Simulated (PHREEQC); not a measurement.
A solution holds 0.026 mol MnSO4, 0.05 mol CaCl2, 0.018 mol H2SO4 and 0.098 mol NaCl per kg of water, at 25 °C. Closed to the air; pH follows from the charge balance.

Equilibrium calculation in PHREEQC: ion-association model, phreeqc.dat.

Task: The ionic strength comes out as 0.318 mol/kgw. What activity coefficients do MnCl+, Mn+2, HSO4-, Na+, CaHSO4+ get?

Result: MnCl+ 0.71, Mn+2 0.29, HSO4- 0.73, Na+ 0.73, CaHSO4+ 0.73.

This is a speciation only: nothing precipitates in the calculation. The solution is supersaturated, for example in Gypsum, so a real one may precipitate; this is no full list. Complexes and solids missing from the database can't appear.
